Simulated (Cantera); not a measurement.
A Cantera script and its output.

```python
import numpy as np
import cantera as ct

gas = ct.Solution("gri30.yaml")
gas.TP = 300, 101325
flame = ct.CounterflowDiffusionFlame(gas, width=0.02)
flame.fuel_inlet.X, flame.fuel_inlet.T = {'CH4': 1, 'N2': 1.1}, 525
flame.oxidizer_inlet.X, flame.oxidizer_inlet.T = {'O2': 0.18, 'N2': 0.82}, 325
flame.set_refine_criteria(ratio=3, slope=0.12, curve=0.24, prune=0.03)
show = ['OH', 'H', 'NO', 'CO', 'C2H2']

rows = []
print(f"{'mdot':>8s}{'a_max':>10s}{'a_mean':>10s}{'Tmax/K':>9s}" + "".join(f"{s:>11s}" for s in show) + "   (peak mole fractions)")
for i, mdot in enumerate([0.25, 0.34, 0.46, 0.63, 0.84, 1.1, 1.5, 2.1]):  # kg/m2/s on the oxidiser side
    flame.oxidizer_inlet.mdot, flame.fuel_inlet.mdot = mdot, 0.58 * mdot
    flame.solve(loglevel=0, auto=(i == 0))
    if flame.T.max() < max(525, 325) + 100:
        print(f"{mdot:8.3g}  no burning solution found from the previous one")
        break
    dT = np.abs(np.gradient(flame.T, flame.grid))
    rows.append([flame.strain_rate("max"), flame.strain_rate("mean"), flame.T.max(),
                 *(flame.X[gas.species_index(s)].max() for s in show), max(dT[0], dT[-1]) / dT.max()])
    print(f"{mdot:8.3g}{rows[-1][0]:10.1f}{rows[-1][1]:10.1f}{rows[-1][2]:9.1f}" + "".join(f"{x:11.3e}" for x in rows[-1][3:-1]))
```

Result:

```
    mdot     a_max    a_mean   Tmax/K         OH          H         NO         CO       C2H2   (peak mole fractions)
    0.25     109.1      25.6   1827.9  3.281e-03  1.789e-03  8.924e-05  2.592e-02  3.292e-03
    0.34     144.1      34.8   1812.4  3.232e-03  1.844e-03  7.528e-05  2.633e-02  2.971e-03
    0.46     190.3      47.1   1794.2  3.134e-03  1.872e-03  6.039e-05  2.677e-02  2.619e-03
    0.63     254.7      64.5   1772.7  2.990e-03  1.872e-03  4.511e-05  2.741e-02  2.235e-03
    0.84     332.4      86.0   1744.4  2.755e-03  1.797e-03  3.032e-05  2.804e-02  1.783e-03
     1.1     424.4     112.6   1697.3  2.321e-03  1.559e-03  1.524e-05  2.860e-02  1.169e-03
     1.5  no burning solution found from the previous one
```

Model: GRI-Mech 3.0 (53 species, 325 reactions), integrated in Cantera. GRI-Mech 3.0 has no aromatics or soot, which form on the fuel side of real flames. The maximum strain rate includes the flame's own expansion and is several times the mean. A flux with no burning solution from the previous one only brackets extinction.
